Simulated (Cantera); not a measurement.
**Thermodynamics of carbon deposition, reforming and gasification, feed CO + O2 + N2**

Input: 1 mol CO, 0.66 mol O2, 0.35 mol N2, equilibrated at 1000 K and 0.133 bar.

Equilibrium computed with Cantera from the NASA thermochemical tables; the gas is ideal and each condensed phase is pure. Candidate condensed phases: C; 24 gas species. Equilibrium is a limit: real reactors are often held back by kinetics, nucleation or transport.

The x(CO2) is 0.662 and the x(N2) comes out as 0.232. The x(O2) comes out as 0.106. The x(NO) is 1.21e-5 and the gas amount is 1.510 mol. The log10 activity of C(graphite) (absent) is -19.88.
